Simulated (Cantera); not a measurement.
**BN + H2 (sublimation and decomposition of ceramics)**

Feed: 1 mol BN, 9.1 mol H2, held at 133 Pa.

Cantera equilibrium calculation (NASA polynomials, part measured and part estimated; ideal gas, pure solids and liquids). Candidate condensed phases: B, BN; 15 gas species. Mutual solubility and eutectic melting of coexisting phases are not modelled. The tables' values for BH2 are old estimates; treat these amounts as uncertain. Equilibrium is a limit: real reactors are often held back by kinetics, nucleation or transport.

```tsv
T (K)	x H2	x H	x N2	x B	x BH2	x BH	n B(s)	n BN(s)
1673	0.997	0.00311	0.000255	1.47e-7	4.89e-5	5.15e-8	0.00421	0.995
1723	0.994	0.00498	0.000722	4.68e-7	7.29e-5	1.27e-7	0.0125	0.987
1773	0.990	0.00775	0.00192	1.40e-6	0.000106	2.98e-7	0.0342	0.965
1823	0.983	0.0118	0.00485	3.93e-6	0.000150	6.65e-7	0.0879	0.911
1873	0.971	0.0174	0.0116	1.04e-5	0.000208	1.42e-6	0.214	0.784
1923	0.948	0.0251	0.0267	2.63e-5	0.000280	2.88e-6	0.503	0.494
1973	0.913	0.0353	0.0512	6.34e-5	0.000365	5.60e-6	0.996	0
2023	0.899	0.0493	0.0508	0.000146	0.000480	1.06e-5	0.994	0
2073	0.881	0.0676	0.0503	0.000323	0.000618	1.96e-5	0.990	0
2123	0.858	0.0910	0.0497	0.000687	0.000780	3.47e-5	0.985	0
2173	0.828	0.120	0.0489	0.00141	0.000965	5.98e-5	0.975	0
2223	0.792	0.156	0.0479	0.00280	0.00117	9.97e-5	0.957	0
2273	0.748	0.199	0.0466	0.00540	0.00138	0.000161	0.925	0
```
x: gas mole fraction; n: condensed amount in mol.

From 1673 K to 1923 K the condensed part is B(s) + BN(s). From 1973 K to 2273 K the condensed part is B(s). The share of B in condensed phases is highest at 1673 K (100.0 %) and lowest at 2273 K (92.5 %).
